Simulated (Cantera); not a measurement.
Equilibrium for silicon epitaxy and polysilicon growth: SiH2Cl2 + N2

A closed system holds: 1 mol SiH2Cl2, a varied amount of N2, equilibrated at 1525 K and 1.00 mbar.

Cantera equilibrium calculation (NASA polynomials, part measured and part estimated; ideal gas, pure solids and liquids). Candidate condensed phases: NH4Cl, Si, Si3N4; 28 gas species. The tables' values for SiCl3, SiCl are old estimates; treat these amounts as uncertain. The numbers say what is thermodynamically allowed, not how fast it happens.

From 19 mol N2 to 200 mol N2 the condensed part is Si3N4(s). The main Si-bearing gas is SiCl2 throughout.

| n(N2) (mol) | x N2 | x HCl | x H2 | x SiCl2 | x SiCl3 | x H | x Cl | n Si3N4(s) |
|---|---|---|---|---|---|---|---|---|
| 19 | 0.904 | 0.0369 | 0.0297 | 0.0290 | 0.000418 | 0.000129 | 0.000128 | 0.129 |
| 39 | 0.951 | 0.0190 | 0.0150 | 0.0147 | 0.000154 | 9.16e-5 | 9.32e-5 | 0.131 |
| 59 | 0.967 | 0.0128 | 0.0100 | 0.00989 | 8.50e-5 | 7.49e-5 | 7.67e-5 | 0.131 |
| 79 | 0.975 | 0.00965 | 0.00753 | 0.00744 | 5.56e-5 | 6.49e-5 | 6.67e-5 | 0.131 |
| 99 | 0.980 | 0.00774 | 0.00603 | 0.00596 | 4.00e-5 | 5.81e-5 | 5.98e-5 | 0.131 |
| 120 | 0.984 | 0.00641 | 0.00498 | 0.00493 | 3.01e-5 | 5.28e-5 | 5.45e-5 | 0.132 |
| 140 | 0.986 | 0.00551 | 0.00428 | 0.00424 | 2.40e-5 | 4.89e-5 | 5.05e-5 | 0.132 |
| 160 | 0.988 | 0.00483 | 0.00375 | 0.00371 | 1.97e-5 | 4.58e-5 | 4.73e-5 | 0.132 |
| 180 | 0.989 | 0.00430 | 0.00333 | 0.00330 | 1.65e-5 | 4.32e-5 | 4.47e-5 | 0.132 |
| 200 | 0.990 | 0.00387 | 0.00300 | 0.00298 | 1.41e-5 | 4.10e-5 | 4.24e-5 | 0.132 |
x: gas mole fraction; n: condensed amount in mol.
